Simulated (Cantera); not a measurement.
**Thermodynamics of silicon carbide growth, feed SiCl4 + C2H2 + H2 + C2H4**

Feed: 1 mol SiCl4, 0.18 mol C2H2, 1.3 mol H2, 1.1 mol C2H4, equilibrated at 1375 K and 51000 Pa.

Equilibrium computed with Cantera from the NASA thermochemical tables; the gas is ideal and each condensed phase is pure. Candidate condensed phases: C, C6H6, C7H8, C8H18, Si, SiC; 109 gas species. The tables' values for SiCl3 are old estimates; treat these amounts as uncertain. Equilibrium is a limit: real reactors are often held back by kinetics, nucleation or transport.

- x(H2) = 0.514
- x(HCl) = 0.382
- x(SiCl4) = 0.0842
- x(SiCl3) = 0.00801
- x(SiHCl3) = 0.00723
- x(SiCl2) = 0.00350
- x(CH4) = 0.000671
- x(SiH2Cl2) = 9.19e-5
- x(H) = 3.44e-6
- n(C(graphite)) = 2.09 mol
- n(SiC(s)) = 0.466 mol
- gas amount = 5.181 mol
- log10 activity of Si(s) (absent) = -2.37
